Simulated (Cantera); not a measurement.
Thermodynamics of abatement and gas-phase synthesis, feed N2O + H2O + H2 + N2

A closed system holds: 1 mol N2O, 8.8 mol H2O, 18 mol H2, 0.00054 mol N2, at 585 Torr.

These are equilibrium values from Cantera (NASA tables, ideal gas, pure condensed phases), not measurements of a reactor. Candidate condensed phases: H2O; 47 gas species. Ions and electrons are included (thermal ionisation). Rates play no part.

| T (K) | x H | x H2 | x H2O | x O | x OH | x N2 | x O2 | x N |
|---|---|---|---|---|---|---|---|---|
| 2000 | 0.00144 | 0.610 | 0.352 | 1.43e-7 | 8.29e-5 | 0.0360 | 3.55e-8 | 1.94e-10 |
| 2250 | 0.00655 | 0.606 | 0.351 | 4.24e-6 | 0.000569 | 0.0359 | 1.03e-6 | 4.79e-9 |
| 2500 | 0.0219 | 0.594 | 0.345 | 6.42e-5 | 0.00264 | 0.0355 | 1.53e-5 | 6.24e-8 |
| 2750 | 0.0583 | 0.567 | 0.330 | 0.000594 | 0.00912 | 0.0347 | 0.000139 | 5.06e-7 |
| 3000 | 0.128 | 0.516 | 0.294 | 0.00370 | 0.0243 | 0.0328 | 0.000834 | 2.85e-6 |
| 3250 | 0.241 | 0.439 | 0.223 | 0.0159 | 0.0484 | 0.0293 | 0.00314 | 1.20e-5 |
| 3500 | 0.389 | 0.339 | 0.127 | 0.0448 | 0.0669 | 0.0246 | 0.00644 | 3.94e-5 |
| 3750 | 0.544 | 0.230 | 0.0501 | 0.0840 | 0.0621 | 0.0203 | 0.00698 | 0.000108 |
| 4000 | 0.666 | 0.136 | 0.0147 | 0.116 | 0.0421 | 0.0174 | 0.00472 | 0.000265 |
| 4250 | 0.743 | 0.0746 | 0.00378 | 0.134 | 0.0242 | 0.0159 | 0.00253 | 0.000597 |
| 4500 | 0.784 | 0.0401 | 0.000971 | 0.142 | 0.0133 | 0.0149 | 0.00128 | 0.00125 |
| 4750 | 0.805 | 0.0220 | 0.000268 | 0.146 | 0.00739 | 0.0141 | 0.000655 | 0.00240 |
| 5000 | 0.816 | 0.0126 | 8.10e-5 | 0.148 | 0.00425 | 0.0131 | 0.000351 | 0.00429 |
x: gas mole fraction; nothing condenses.

From 2000 K to 5000 K nothing is condensed.
